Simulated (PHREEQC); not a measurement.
## Metal-bearing waste water: an equilibrium model

Make-up at 29 °C: 0.31 mol CuSO4 and 0.0007 mol Na2SO4 per kg of water. It is in equilibrium with CO2 at log p = -1 (atm). Otherwise closed; pH follows from the charge balance.

The numbers come from PHREEQC with the ion-association model, phreeqc.dat.

```json
{
 "pH": "4.05",
 "ionic_strength": "0.564 mol/kgw",
 "activity_of_water": "0.992",
 "specific_conductance": "20300 µS/cm",
 "density": "1.044 g/cm³"
}
```

| species | molality | activity | log γ |
|---|---|---|---|
| CuSO4 | 0.169 | 0.193 | 0.056 |
| SO4-2 | 0.141 | 0.0273 | -0.713 |
| Cu+2 | 0.140 | 0.0336 | -0.621 |
| CO2 | 0.00269 | 0.00306 | 0.056 |
| Na+ | 0.00122 | 0.000873 | -0.146 |
| CuHCO3+ | 0.000367 | 0.000270 | -0.133 |
| HSO4- | 0.000347 | 0.000256 | -0.133 |
| NaSO4- | 0.000179 | 0.000123 | -0.165 |
| H+ | 0.000116 | 8.80e-5 | -0.120 |
| Cu2(OH)2+2 | 3.17e-5 | 9.28e-6 | -0.533 |
| HCO3- | 2.35e-5 | 1.61e-5 | -0.165 |
| CuOH+ | 5.92e-6 | 3.79e-6 | -0.194 |
| CuCO3 | 1.46e-6 | 1.67e-6 | 0.056 |

This is a speciation only: nothing precipitates in the calculation. Species that the database lacks are ignored.
